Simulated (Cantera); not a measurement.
Charge: 1 mol AlF₃, 0.28 mol O₂, 9.4 mol N₂, held at 1727 °C and 62000 Pa.

Equilibrium computed with Cantera from the NASA thermochemical tables; the gas is ideal and each condensed phase is pure. Candidate condensed phases: Al, AlF₃, AlN, Al₂O₃; 30 gas species. The numbers say what is thermodynamically allowed, not how fast it happens.

Base state: N₂ 0.863, AlF₃ 0.0541, AlF₂O 0.0378, F 0.0377, O₂ 0.00613, NO 0.00137, O 6.65e-5 (mole fractions); condensed: gas only.

### Question
What changes in the equilibrium state with this change: O₂ from 0.28 to 3.6 mol?

### Answer
```tsv
species	before	after
N₂	0.863	0.650
O₂	0.00613	0.220
AlF₂O	0.0378	0.0523
AlF₃	0.0541	0.0173
F	0.0377	0.0522
O	6.65e-5	0.000399
NO	0.00137	0.00713
```
